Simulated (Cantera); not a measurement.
A diamond (100) surface in a fixed gas of H2 with x(CH4) = 0.023, x(H) = 0.00096, at 1100 K, 1400 Pa; coverages are run to steady state.

Model: the Harris–Goodwin 1993 mechanism for the reconstructed diamond (100) surface, integrated in Cantera.

One state of this run: growth (µm/h) = 0.178; θ c6HH = 0.519; θ c6H* = 0.0272; θ c6*H = 0.431; θ c6** = 0.0151; θ c6HM = 0.00490. θ: site fractions in the mechanism's names (c6HH fully hydrogenated, c6H* and c6*H radical sites, c6** diradical, c6HM methylated).

Task: Which value of x(CH3) does it belong to?
(A) 0.00011
(B) 1e-06
(C) 1.7e-05
(D) 2.6e-06

Result: A, 0.00011
